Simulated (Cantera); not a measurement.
Feed: 1 mol C2H5OH, 12 mol H2, at 2227 °C and 0.100 bar.

Method: chemical equilibrium by Gibbs-energy minimisation in Cantera with the NASA 1993 tables (ideal gas, pure condensed phases). Equilibrium is a limit: real reactors are often held back by kinetics, nucleation or transport.

| species | before | after |
|---|---|---|
| H2 | 0.857 | 0.896 |
| CO | 0.0602 | 0.0613 |
| H | 0.0736 | 0.0373 |
| C2H2 (acetylene) | 0.00927 | 0.00495 |
| C2H | 5.72e-5 | 1.05e-5 |
| C4H2 | 4.14e-5 | 1.12e-5 |
| CH4 | 1.10e-5 | 1.56e-5 |
| CH3 | 1.70e-5 | 1.21e-5 |
| C(graphite), mol | 0.686 | 0.837 |
Gas species are given as mole fractions.

Question: What was changed between the two runs?
A. C2H5OH replaced by CH3OH
B. temperature from 2227 °C to 2077 °C
C. temperature from 2227 °C to 400 °C
D. temperature from 2227 °C to 2750 °C

Answer: B, temperature from 2227 °C to 2077 °C
